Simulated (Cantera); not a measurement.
Charge: 1 mol B₂O₃, 3.5 mol F₂, 20 mol H₂, at 800 K.

Method: chemical equilibrium by Gibbs-energy minimisation in Cantera with the NASA 1993 tables (ideal gas, pure condensed phases). Candidate condensed phases: B, B₂O₃, B₃O₃H₃, H₂O; 43 gas species. Gases not in the tables: H₃BO₃. Equilibrium is a limit: real reactors are often held back by kinetics, nucleation or transport.

log p: log10 of the partial pressure in bar; n: condensed amount in mol.

```json
[
 {"P (Pa)": "1", "log p H₂": "-5.14", "log p HF": "-5.82", "log p H₂O": "-6.12", "log p BF₃": "-6.32", "n B₂O₃(l)": "(withheld)"},
 {"P (Pa)": "6.80", "log p H₂": "-4.31", "log p HF": "-5.06", "log p H₂O": "-5.21", "log p BF₃": "-5.42", "n B₂O₃(l)": "(withheld)"},
 {"P (Pa)": "46", "log p H₂": "-3.48", "log p HF": "-4.33", "log p H₂O": "-4.33", "log p BF₃": "-4.53", "n B₂O₃(l)": "(withheld)"},
 {"P (Pa)": "320", "log p H₂": "-2.63", "log p HF": "-3.59", "log p H₂O": "-3.44", "log p BF₃": "-3.64", "n B₂O₃(l)": "(withheld)"},
 {"P (Pa)": "2200", "log p H₂": "-1.79", "log p HF": "-2.83", "log p H₂O": "-2.58", "log p BF₃": "-2.77", "n B₂O₃(l)": "0"},
 {"P (Pa)": "15000", "log p H₂": "-0.96", "log p HF": "-2.06", "log p H₂O": "-1.72", "log p BF₃": "-1.91", "n B₂O₃(l)": "0"},
 {"P (Pa)": "100000", "log p H₂": "-0.14", "log p HF": "-1.30", "log p H₂O": "-0.89", "log p BF₃": "-1.07", "n B₂O₃(l)": "0"}
]
```

Question: Complete the blanks.

Answer: 
- 1, n B₂O₃(l): 0.338
- 6.80, n B₂O₃(l): 0.225
- 46, n B₂O₃(l): 0.119
- 320, n B₂O₃(l): 0.0210
